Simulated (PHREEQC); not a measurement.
Consider water at 5 °C with 0.00096 mol/kgw NH4HS, 0.0031 mol/kgw Na2SiO3 and 0.00064 mol/kgw Na2S. Closed to the air; pH follows from the charge balance.

The numbers come from PHREEQC with the ion-association model, phreeqc.dat.

Precipitation was switched off in this run.

**Question.** Predict the pH, ionic strength.

**Answer.** pH 12.12; ionic strength 0.00764 mol/kgw.

**Question.** In which forms is Si present?

**Answer.** H3SiO4- 96 %, H2SiO4-2 2.5 %, H4SiO4 1.0 % of the Si.

Complexes and solids missing from the database can't appear. At this temperature some constants are extrapolated from 25 °C, and those without enthalpy data are left unchanged.
